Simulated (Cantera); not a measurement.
A freely propagating, adiabatic, planar premixed flame of CO : H2 : CH4 : O2 : N2 : CO2 = 1 : 0.21 : 0.41 : 1.7 : 6.38 : 0.36 (molar parts), equivalence ratio 0.84, unburnt at 500 K and 940000 Pa; mixture-averaged transport, grid criteria slope 0.08 and curve 0.16, no radiation.

Cantera simulation using GRI-Mech 3.0 (53 species, 325 reactions); the numbers are that mechanism's predictions, not measurements. Burning velocities carry a grid error of a few per cent, more on coarse grids.

What does this change do: 0.53 parts H2O added?


```json
[
 {"quantity": "laminar burning velocity", "before": "40.0 cm/s", "after": "31.2 cm/s"},
 {"quantity": "thermal thickness", "before": "0.0741 mm", "after": "0.0901 mm"},
 {"quantity": "peak x(CH2)", "before": "6.37e-6", "after": "5.22e-6"},
 {"quantity": "peak x(C2H2)", "before": "4.31e-6", "after": "7.31e-6"}
]
```
